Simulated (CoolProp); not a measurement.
Saturated liquid density (kg/m³) of dimethyl carbonate: the reference equation beside estimates from Tc = 557.0 K, pc = 4909 kPa, ω = 0.346. Rackett uses Z = 0.29056 − 0.08775 ω.

The numbers come from the reference Helmholtz-energy equation of state, Zhou 2011 in CoolProp.

```json
[
 {"T (K)": "295.5", "reference": "___", "Rackett": "1086", "van der Waals": "615.1", "Redlich-Kwong": "911.4", "Soave-Redlich-Kwong": "943.4", "Peng-Robinson": "1062"},
 {"T (K)": "303.4", "reference": "1056", "Rackett": "1075", "van der Waals": "609.9", "Redlich-Kwong": "902.6", "Soave-Redlich-Kwong": "935.9", "Peng-Robinson": "1054"},
 {"T (K)": "311.4", "reference": "1046", "Rackett": "___", "van der Waals": "604.5", "Redlich-Kwong": "893.6", "Soave-Redlich-Kwong": "928.1", "Peng-Robinson": "1045"},
 {"T (K)": "319.3", "reference": "___", "Rackett": "1054", "van der Waals": "599.1", "Redlich-Kwong": "___", "Soave-Redlich-Kwong": "920.1", "Peng-Robinson": "1037"},
 {"T (K)": "327.2", "reference": "1024", "Rackett": "1044", "van der Waals": "593.5", "Redlich-Kwong": "874.9", "Soave-Redlich-Kwong": "___", "Peng-Robinson": "1028"},
 {"T (K)": "335.1", "reference": "1013", "Rackett": "1033", "van der Waals": "587.9", "Redlich-Kwong": "865.2", "Soave-Redlich-Kwong": "___", "Peng-Robinson": "1019"},
 {"T (K)": "343.1", "reference": "1002", "Rackett": "1022", "van der Waals": "582.0", "Redlich-Kwong": "855.1", "Soave-Redlich-Kwong": "894.4", "Peng-Robinson": "1009"},
 {"T (K)": "351", "reference": "991.4", "Rackett": "1011", "van der Waals": "576.1", "Redlich-Kwong": "844.9", "Soave-Redlich-Kwong": "885.2", "Peng-Robinson": "999.5"},
 {"T (K)": "358.9", "reference": "980.2", "Rackett": "999.4", "van der Waals": "570.1", "Redlich-Kwong": "834.4", "Soave-Redlich-Kwong": "875.7", "Peng-Robinson": "989.2"},
 {"T (K)": "366.9", "reference": "968.8", "Rackett": "987.8", "van der Waals": "563.9", "Redlich-Kwong": "823.4", "Soave-Redlich-Kwong": "865.7", "Peng-Robinson": "978.4"},
 {"T (K)": "374.8", "reference": "957.3", "Rackett": "976.1", "van der Waals": "557.5", "Redlich-Kwong": "812.3", "Soave-Redlich-Kwong": "855.4", "Peng-Robinson": "967.3"}
]
```

Task: What belongs in the gaps?

Result: 
- 295.5, reference: 1067
- 311.4, Rackett: 1065
- 319.3, reference: 1035
- 319.3, Redlich-Kwong: 884.4
- 327.2, Soave-Redlich-Kwong: 911.9
- 335.1, Soave-Redlich-Kwong: 903.3

Absolute difference from the reference over all 11 rows, mean and median: Rackett 1.9 and 2.0 %, van der Waals 42.0 and 42.0 %, Redlich-Kwong 14.7 and 14.6 %, Soave-Redlich-Kwong 11.0 and 10.8 %, Peng-Robinson 0.6 and 0.6 %.
